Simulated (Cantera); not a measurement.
What does this Cantera script print?

```python
import numpy as np
import cantera as ct

gas = ct.Solution("h2o2.yaml")


def delay(T, t_max=10):
    gas.TPX = T, 150000, {'H2': 1, 'O2': 0.333, 'N2': 0.933}
    reactor = ct.IdealGasReactor(gas, clone=False)
    net = ct.ReactorNet([reactor])
    net.rtol, net.atol = 1e-8, 1e-16
    while net.time < t_max:
        t_old, T_old = net.time, reactor.T
        net.step()
        if reactor.T > T + 400:  # ignition: a rise of 400 K
            return t_old + (T + 400 - T_old) / (reactor.T - T_old) * (net.time - t_old)
    return np.nan


taus = []
for T in [1023, 1073, 1123, 1173, 1223, 1273, 1323, 1373, 1423, 1473]:
    taus.append(delay(T))
    print(f"T0 = {T:6g} K   tau = {taus[-1]:.4e} s")
```

Output:

```
T0 =   1023 K   tau = 2.6319e-04 s
T0 =   1073 K   tau = 8.5778e-05 s
T0 =   1123 K   tau = 4.9505e-05 s
T0 =   1173 K   tau = 3.3497e-05 s
T0 =   1223 K   tau = 2.4527e-05 s
T0 =   1273 K   tau = 1.8864e-05 s
T0 =   1323 K   tau = 1.5024e-05 s
T0 =   1373 K   tau = 1.2295e-05 s
T0 =   1423 K   tau = 1.0292e-05 s
T0 =   1473 K   tau = 8.7904e-06 s
```

Detailed kinetics in Cantera: the H2/O2 subset of GRI-Mech 3.0, which has no nitrogen chemistry. Where the delays flatten at high temperature, the 400 K rule measures the pace of heat release, not the induction time.
